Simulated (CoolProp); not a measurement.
A closed Brayton cycle with carbon dioxide: compressor inlet 333.15 K and 8.2 MPa, high pressure 24.9 MPa, turbine inlet 680 K, compressor efficiency 0.85, turbine efficiency 0.85, recuperator effectiveness 0 (on enthalpy, no pinch check). Each further row changes one setting.

Values from CoolProp's reference Helmholtz-energy equation of state, Span 1996.

```
case                           thermal efficiency (%)  net work (kJ/kg)  compressor to turbine work  compressor exit (K)  turbine exit (K)
-----------------------------  ----------------------  ----------------  --------------------------  -------------------  ----------------
as stated                                        12.9              43.1                        0.60                432.7             567.0
turbine inlet 630 K                              12.1              32.8                        0.66                432.7             520.9
compressor inlet 343.15 K                         ___               ___                        0.66                  ___             567.0
high pressure 21.2 MPa                           11.6               ___                        0.57                417.7             583.1
recuperator effectiveness 0.5                    16.8              43.1                        0.60                432.7             567.0
```

Task: Complete the blanks.

Result: 
- compressor inlet 343.15 K, thermal efficiency (%): 12.0
- compressor inlet 343.15 K, net work (kJ/kg): 36.9
- compressor inlet 343.15 K, compressor exit (K): 447.8
- high pressure 21.2 MPa, net work (kJ/kg): 40.3
